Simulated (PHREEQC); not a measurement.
**Polishing slurry liquid**

Make-up at 20 °C: 0.089 mol H2SO4, 6.4e-07 mol H4SiO4 and 0.026 mol KH2PO4 per kg of water. Closed to the air; pH follows from the charge balance.

All values are PHREEQC results (ion-association model, wateq4f.dat), not measurements.

Precipitation was switched off in this run.

Question: What pH does the model give?

Answer: pH 1.14.

Question: In which forms is S present?

Answer: HSO4- 73 %, SO4-2 26 %, KSO4- 1.3 % of the S.

H3PO4, which wateq4f.dat lacks, is added to it with the constant of phreeqc.dat.
